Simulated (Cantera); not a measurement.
An adiabatic, constant-volume homogeneous reactor starts with H2 : O2 : N2 = 1 : 0.208 : 0.783 (molar parts), at 1498 K and 0.286 atm. Integrator tolerance rtol = 1e-08.

Computed with Cantera and the H2/O2 subset of GRI-Mech 3.0, which has no nitrogen chemistry.

Task: What does this change do: H2 1 to 0.44 parts?

Result: 
```csv
quantity,before,after
time of steepest temperature rise,50.9 µs,44.1 µs
temperature at 0.500 s,2774 K,2873 K
equilibrium temperature,2774 K,2873 K
x(H2) at 0.500 s,0.295 (gas-phase equilibrium 0.295),0.0682 (gas-phase equilibrium 0.0682)
x(O2) at 0.500 s,0.000406 (gas-phase equilibrium 0.000406),0.0182 (gas-phase equilibrium 0.0182)
x(H2O2) at 0.500 s,3.61e-8 (gas-phase equilibrium 3.61e-8),3.11e-7 (gas-phase equilibrium 3.11e-7)
x(O) at 0.500 s,0.00141 (gas-phase equilibrium 0.00141),0.0136 (gas-phase equilibrium 0.0136)
x(HO2) at 0.500 s,3.06e-7 (gas-phase equilibrium 3.06e-7),6.78e-6 (gas-phase equilibrium 6.78e-6)
x(OH) at 0.500 s,0.0114 (gas-phase equilibrium 0.0114),0.0386 (gas-phase equilibrium 0.0386)
```

Task: What does this change do: pressure from 0.286 atm to 26.6 atm?

Result: 
| quantity | before | after |
|---|---|---|
| time of steepest temperature rise | 50.9 µs | 0.914 µs |
| temperature at 0.500 s | 2774 K | 3129 K |
| equilibrium temperature | 2774 K | 3129 K |
| x(H2) at 0.500 s | 0.295 (gas-phase equilibrium 0.295) | 0.317 (gas-phase equilibrium 0.317) |
| x(O2) at 0.500 s | 0.000406 (gas-phase equilibrium 0.000406) | 4.63e-5 (gas-phase equilibrium 4.63e-5) |
| x(H2O2) at 0.500 s | 3.61e-8 (gas-phase equilibrium 3.61e-8) | 2.29e-7 (gas-phase equilibrium 2.29e-7) |
| x(O) at 0.500 s | 0.00141 (gas-phase equilibrium 0.00141) | 0.000166 (gas-phase equilibrium 0.000166) |
| x(HO2) at 0.500 s | 3.06e-7 (gas-phase equilibrium 3.06e-7) | 3.85e-7 (gas-phase equilibrium 3.85e-7) |
| x(OH) at 0.500 s | 0.0114 (gas-phase equilibrium 0.0114) | 0.00475 (gas-phase equilibrium 0.00475) |
The hydrogen kinetics of GRI-Mech 3.0 are dated; newer H2 mechanisms differ, most at raised pressure. The pressure lies above the range GRI-Mech 3.0 was tuned for (to about 10 atm). Above 3000 K some thermodynamic fits are extrapolated.

Task: What does this change do: initial temperature 1498 to 1025 K?

Result: 
| quantity | before | after |
|---|---|---|
| time of steepest temperature rise | 50.9 µs | 0.550 ms |
| temperature at 0.500 s | 2774 K | 2643 K |
| equilibrium temperature | 2774 K | 2643 K |
| x(H2) at 0.500 s | 0.295 (gas-phase equilibrium 0.295) | 0.309 (gas-phase equilibrium 0.309) |
| x(O2) at 0.500 s | 0.000406 (gas-phase equilibrium 0.000406) | 0.000102 (gas-phase equilibrium 0.000102) |
| x(H2O2) at 0.500 s | 3.61e-8 (gas-phase equilibrium 3.61e-8) | 1.75e-8 (gas-phase equilibrium 1.75e-8) |
| x(O) at 0.500 s | 0.00141 (gas-phase equilibrium 0.00141) | 0.000347 (gas-phase equilibrium 0.000347) |
| x(HO2) at 0.500 s | 3.06e-7 (gas-phase equilibrium 3.06e-7) | 8.99e-8 (gas-phase equilibrium 8.99e-8) |
| x(OH) at 0.500 s | 0.0114 (gas-phase equilibrium 0.0114) | 0.00539 (gas-phase equilibrium 0.00539) |
